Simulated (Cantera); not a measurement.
Input: 1 mol MgO, 0.42 mol SO₃, 0.64 mol O₂, at 1050 K and 1330 Pa.

These are equilibrium values from Cantera (NASA tables, ideal gas, pure condensed phases), not measurements of a reactor. Candidate condensed phases: Mg, MgO, MgS, MgSO₄, S; 14 gas species. Mutual solubility and eutectic melting of coexisting phases are not modelled. Kinetics and transport are ignored.

Base state: O₂ 0.982, SO₂ 0.0158, SO₃ 0.00187 (mole fractions); condensed: MgO(s) + MgSO₄(s).

Problem. What changes in the equilibrium state with this change: pressure from 1330 Pa to 610000 Pa?

Solution. 
```tsv
species	before	after
O₂	0.982	1.000
SO₃	0.00187	4.08e-6
SO₂	0.0158	1.60e-6
MgO(s), mol	0.592	0.580
MgSO₄(s), mol	0.408	0.420
```
